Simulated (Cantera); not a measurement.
Charge: 1 mol CO, 0.014 mol O2, held at 2450 K and 0.480 bar.

Cantera equilibrium calculation (NASA polynomials, part measured and part estimated; ideal gas, pure solids and liquids). Candidate condensed phases: C; 12 gas species. Kinetics and transport are ignored.

Base state: CO 0.972, CO2 0.0280, O 1.90e-5 (mole fractions); condensed: gas only.

Task: What changes in the equilibrium state with this change: 0.14 mol H2 added?

Result: 
```csv
species,before,after
CO,0.972,0.859
H2,0,0.107
CO2,0.0280,0.0138
H2O,0,0.0104
H,0,0.00948
OH,0,0.000181
O,1.90e-5,1.06e-5
```
Further candidate phases: C6H6, C7H8, C8H18, H2O.

Task: What changes in the equilibrium state with this change: CO replaced by C3H6?

Result: 
```csv
species,before,after
H2,0,0.954
H,0,0.0283
CO,0.972,0.00912
CO2,0.0280,<1e-9
C2H2 (acetylene),0,0.00832
CH4,0,7.12e-5
CH3,0,3.85e-5
"C(graphite), mol",0,2.92
```
Further candidate phases: C6H6, C7H8, C8H18, H2O.
